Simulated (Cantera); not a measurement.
Charge: 1 mol SiHCl3, 730 mol H2, at 1423 K and 48.0 mbar.

These are equilibrium values from Cantera (NASA tables, ideal gas, pure condensed phases), not measurements of a reactor. Candidate condensed phases: Si; 19 gas species. The numbers say what is thermodynamically allowed, not how fast it happens.

Base state: H2 0.996, HCl 0.00400, SiCl2 4.84e-5, H 3.03e-5 (mole fractions); condensed: Si(s).

What changes in the equilibrium state with this change: temperature from 1423 K to 800 K?


```
species      before     after
----------  -------  --------
H2            0.996     0.998
HCl         0.00400  0.000786
SiHCl3      5.05e-8  0.000496
SiCl4       2.61e-9  0.000432
H           3.03e-5     <1e-9
SiH2Cl2     1.49e-7   4.61e-5
SiCl2       4.84e-5   6.34e-7
Si(s), mol    0.964     0.285
```

What changes in the equilibrium state with this change: SiHCl3 replaced by Si3H8?


```
species      before    after
----------  -------  -------
H2            0.996    1.000
H           3.03e-5  3.03e-5
HCl         0.00400        0
SiCl2       4.84e-5        0
Si(s), mol    0.964     3.00
```
The feed counts by its element totals alone.
